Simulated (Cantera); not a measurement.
An isothermal, constant-pressure homogeneous reactor starts with CH₄ : H₂ : N₂ = 0.044 : 1 : 0.0027 (molar parts), at 2523 K and 0.0276 atm. Integrator tolerance rtol = 1e-08.

Computed with Cantera and GRI-Mech 3.0 (53 species, 325 reactions). GRI-Mech 3.0 stops at C3 and has no aromatics, soot or wall deposition, so with more carbon than oxygen in the feed, carbon stays in small species such as C2H2 where larger ones or solid carbon would form. Radical loss at walls, strong at low pressure, is not modelled.

Task: What does this change do: H2 1 to 0.45 parts?

Result: 
```json
[
 {"quantity": "x(CH₄) at 20.0 s", "before": "3.65e-6 (gas-phase equilibrium 3.61e-6)", "after": "5.00e-6 (gas-phase equilibrium 4.95e-6)"},
 {"quantity": "x(H₂) at 20.0 s", "before": "0.827 (gas-phase equilibrium 0.827)", "after": "0.807 (gas-phase equilibrium 0.807)"},
 {"quantity": "x(C₂H₄) at 20.0 s", "before": "2.75e-7 (gas-phase equilibrium 2.61e-7)", "after": "5.40e-7 (gas-phase equilibrium 5.14e-7)"},
 {"quantity": "x(C₂H) at 20.0 s", "before": "0.000246 (gas-phase equilibrium 0.000233)", "after": "0.000501 (gas-phase equilibrium 0.000477)"},
 {"quantity": "x(C₂H₆) at 20.0 s", "before": "<1e-12 (gas-phase equilibrium <1e-12)", "after": "1.06e-12 (gas-phase equilibrium 1.04e-12)"},
 {"quantity": "x(C₂H₂) at 20.0 s", "before": "0.0178 (gas-phase equilibrium 0.0169)", "after": "0.0358 (gas-phase equilibrium 0.0340)"}
]
```
